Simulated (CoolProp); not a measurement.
Isobutane along the isobar 4160 kPa: fugacity coefficient from the reference equation and from simpler models built on Tc = 134.7 °C, pc = 3629 kPa, ω = 0.184; each cubic takes its own stable root.

The numbers come from the reference Helmholtz-energy equation of state, Bücker 2006 in CoolProp.

| T (°C) | phase | reference | van der Waals | Redlich-Kwong | Soave-Redlich-Kwong | Peng-Robinson |
|---|---|---|---|---|---|---|
| -76.25 | liquid | 0.0009079 | 0.02611 | 0.001517 | 0.0009088 | 0.0009627 |
| -56.05 | liquid | 0.003466 | 0.04776 | 0.005587 | 0.003467 | 0.003558 |
| -35.85 | liquid | 0.01012 | 0.07850 | 0.01550 | 0.01016 | 0.01019 |
| -15.65 | liquid | 0.02418 | 0.1189 | 0.03497 | 0.02440 | 0.02409 |
| 4.65 | liquid | 0.04961 | 0.1690 | 0.06770 | 0.05036 | 0.04919 |
| 24.85 | liquid | 0.08980 | 0.2278 | 0.1159 | 0.09166 | 0.08888 |
| 45.05 | liquid | 0.1475 | 0.2942 | 0.1805 | 0.1512 | 0.1459 |
| 65.25 | liquid | 0.2238 | 0.3667 | 0.2608 | 0.2299 | 0.2213 |
| 85.55 | liquid | 0.3183 | 0.4439 | 0.3544 | 0.3271 | 0.3145 |
| 105.75 | liquid | 0.4270 | 0.5226 | 0.4560 | 0.4374 | 0.4206 |
| 125.95 | liquid | 0.5443 | 0.6002 | 0.5593 | 0.5535 | 0.5325 |
| 146.15 | supercritical | 0.6518 | 0.6707 | 0.6498 | 0.6548 | 0.6303 |
| 166.45 | supercritical | 0.7102 | 0.7171 | 0.7031 | 0.7126 | 0.6869 |
| 186.65 | supercritical | 0.7530 | 0.7505 | 0.7426 | 0.7560 | 0.7299 |
